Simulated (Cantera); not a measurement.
An isothermal, constant-pressure homogeneous reactor starts with CH4 : H2 = 1 : 3.8 (molar parts), at 1800 K and 750 Torr. Integrator tolerance rtol = 1e-08.

Cantera simulation using GRI-Mech 3.0 (53 species, 325 reactions); the numbers are that mechanism's predictions, not measurements. GRI-Mech 3.0 stops at C3 and has no aromatics, soot or wall deposition, so with more carbon than oxygen in the feed, carbon stays in small species such as C2H2 where larger ones or solid carbon would form.

Question: What does this change do: temperature 1800 to 1200 K?

Answer: 
| quantity | before | after |
|---|---|---|
| x(CH4) at 70.0 s | 0.0140 (gas-phase equilibrium 0.0140) | 0.207 (gas-phase equilibrium 0.207) |
| x(H2) at 70.0 s | 0.905 (gas-phase equilibrium 0.905) | 0.792 (gas-phase equilibrium 0.792) |
| x(H) at 70.0 s | 0.000343 (gas-phase equilibrium 0.000343) | 1.75e-7 (gas-phase equilibrium 1.77e-7) |
| x(C2H2) at 70.0 s | 0.0789 (gas-phase equilibrium 0.0789) | 3.52e-5 (gas-phase equilibrium 3.65e-5) |
| x(C2H4) at 70.0 s | 0.00166 (gas-phase equilibrium 0.00166) | 0.000337 (gas-phase equilibrium 0.000348) |
| x(CH2) at 70.0 s | 4.54e-8 (gas-phase equilibrium 4.54e-8) | <1e-12 (gas-phase equilibrium <1e-12) |
| x(CH3) at 70.0 s | 0.000107 (gas-phase equilibrium 0.000107) | 8.76e-7 (gas-phase equilibrium 8.83e-7) |
